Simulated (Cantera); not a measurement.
Standard-state values (1 bar) from the NASA 1993 polynomials, evaluated with Cantera. Values are per mole of reaction as written; species without (g) are pure solids or liquids, kept so even where they would boil at 1 bar.

Between 300 and 2250 K, where is each reaction favourable under standard conditions?
- 2 BN + 3 H2(g) ⇌ 2 B + 2 NH3(g)


- 2 BN + 3 H2(g) ⇌ 2 B + 2 NH3(g): ΔG° is 417 kJ at 300 K and 526 kJ at 2250 K; it stays positive (K < 1). ΔH° is 386 kJ and ΔS° -62 J/K at 2250 K.
